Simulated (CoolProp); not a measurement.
Isobutane at 298.15 K and 8.12 MPa flows at 0.068 m/s in a round tube of 100 mm bore and 1.5 µm roughness, fully developed (64/Re and Nu = 3.66 if laminar; Colebrook and Gnielinski if turbulent). Each further row changes one setting.

Model: reference Helmholtz-energy equation of state, Bücker 2006, in CoolProp.

```tsv
case	Reynolds number	Darcy friction factor	pressure drop (Pa/m)	heat-transfer coefficient (W/(m² K))	mass flow (kg/h)
as stated	22500	0.0252	___	___	1090
velocity 0.136 m/s	45000	0.0214	___	___	___
diameter 200 mm	45000	0.0214	___	___	___
```

Problem. What belongs in the gaps?

Solution. 
- as stated, pressure drop (Pa/m): 0.329
- as stated, heat-transfer coefficient (W/(m² K)): 126
- velocity 0.136 m/s, pressure drop (Pa/m): 1.12
- velocity 0.136 m/s, heat-transfer coefficient (W/(m² K)): 230
- velocity 0.136 m/s, mass flow (kg/h): 2170
- diameter 200 mm, pressure drop (Pa/m): 0.140
- diameter 200 mm, heat-transfer coefficient (W/(m² K)): 115
- diameter 200 mm, mass flow (kg/h): 4350

Viscosity comes from a separate model (Vogel 2000). Thermal conductivity comes from a separate model (Perkins 2002).
